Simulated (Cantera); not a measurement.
Input (Python, Cantera) and output of one run.

```python
import numpy as np
import cantera as ct

gas_names = """
    H HO2 H2 H2O H2O2 O OH O2 O3 Si SiH SiH2 SiH3 SiH4 SiO SiO2 Si2 Si3
""".split()
cond_names = """
    H2O(s) H2O(L) Si(cr) Si(L) SiO2(Lqz) SiO2(hqz) SiO2(L)
""".split()


# ... load() reads the species with a 1 bar reference pressure and builds the phases ...
atoms = {
    'SiH4': {'Si': 1, 'H': 4},
    'H2O': {'H': 2, 'O': 1},
}
top_T = {}  # K; cautious upper limits of use, not melting points


# ... equilibrate(T, P, feed) seeds the gas with the atoms and calls Mixture.equilibrate('TP', solver="vcs", rtol=1e-11, max_steps=5000) ...
results = []
feed = {'SiH4': 1, 'H2O': 1.7}  # mol
P = 13332.2  # Pa
for T in [1473, 1498, 1523, 1548, 1573, 1598, 1623, 1648, 1673, 1698, 1723, 1748, 1773, 1798]:
    mix = equilibrate(T, P, feed)
    results.append((T, P, feed, dict(zip(mix.species_names, mix.species_moles))))

top = {s: max(r[3][s] / sum(r[3][g] for g in gas_names) for r in results) for s in gas_names}
cols = sorted((s for s in top if top[s] > 0.0001), key=lambda s: -top[s])[:7]
seen = [c for c in cond_names if any(r[3].get(c, 0) > 1e-12 for r in results)]
print("log10 of partial pressures in bar; condensed amounts in mol")
print(f"{'T/K':>10s}" + "".join(f"{s[:9]:>10s}" for s in cols + seen))
for T, P, feed, n in results:
    ng = sum(n[g] for g in gas_names)
    print(f"{T:10.4g}" + "".join(f"{np.log10(max(n[s] / ng * P / 1e5, 1e-99)):10.3f}" for s in cols)
          + "".join(f"{n.get(c, 0):10.4g}" for c in seen))
```

Result:

```
log10 of partial pressures in bar; condensed amounts in mol
       T/K        H2       SiO         H       H2O    Si(cr) SiO2(hqz)   SiO2(L)
      1473    -0.876    -3.503    -5.336    -6.484    0.1456    0.8456         0
      1498    -0.877    -3.301    -5.203    -6.366     0.143     0.843         0
      1523    -0.878    -3.107    -5.075    -6.253    0.1391    0.8391         0
      1548    -0.879    -2.918    -4.951    -6.143    0.1331    0.8331         0
      1573    -0.881    -2.736    -4.831    -6.038    0.1242    0.8241         0
      1598    -0.884    -2.560    -4.716    -5.937    0.1109    0.8109         0
      1623    -0.889    -2.389    -4.605    -5.841   0.09152    0.7915         0
      1648    -0.895    -2.224    -4.498    -5.751   0.06316    0.7632         0
      1673    -0.904    -2.063    -4.396    -5.665   0.02173    0.7217         0
      1698    -0.909    -2.000    -4.294    -5.487         0         0       0.7
      1723    -0.909    -2.000    -4.194    -5.251         0         0    0.6999
      1748    -0.909    -2.000    -4.096    -5.023         0         0    0.6997
      1773    -0.909    -2.000    -4.001    -4.801         0         0    0.6995
      1798    -0.910    -1.999    -3.908    -4.586         0         0    0.6992
```

These are equilibrium values from Cantera (NASA tables, ideal gas, pure condensed phases), not measurements of a reactor. Mutual solubility and eutectic melting of coexisting phases are not modelled. The tables hold silica as quartz up to 1696 K and as liquid above; real silica turns to tridymite and cristobalite and melts near 1996 K. Gases not in the tables: Si2H6 and higher silanes.
